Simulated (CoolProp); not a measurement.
Vapour-liquid equilibrium of R134a (1) + methanol (2) at -29.75 °C; x and y are mole fractions of (1).

Computed with CoolProp (multi-fluid Helmholtz-energy mixture model, Tillner-Roth 1994 and de Reuck 1993; pair parameters Bell 2016).

```tsv
x	bubble pressure (bar)	y at the bubble point	dew pressure at overall composition x (bar)	liquid density (mol/L)
0.05	0.1997	___	___	___
0.2	0.4630	0.990	0.006011	___
0.35	___	0.992	0.007394	20.60
0.5	0.5901	0.993	___	18.68
0.65	0.6408	___	___	16.97
0.8	0.7123	0.996	0.02397	15.43
0.95	0.8126	0.999	0.09510	14.04
```

Task: Fill in the missing entries.

Result: 
- 0.05, y at the bubble point: 0.977
- 0.05, dew pressure at overall composition x (bar): 0.005066
- 0.05, liquid density (mol/L): 25.25
- 0.2, liquid density (mol/L): 22.77
- 0.35, bubble pressure (bar): 0.5452
- 0.5, dew pressure at overall composition x (bar): 0.009607
- 0.65, y at the bubble point: 0.994
- 0.65, dew pressure at overall composition x (bar): 0.01372

No azeotrope shows between x = 0.05 and 0.95.

The pair parameters rest on a limited set of measurements; away from them the model extrapolates. With so large a gap from Raoult's law the liquid may split in two, which this calculation doesn't test in full.
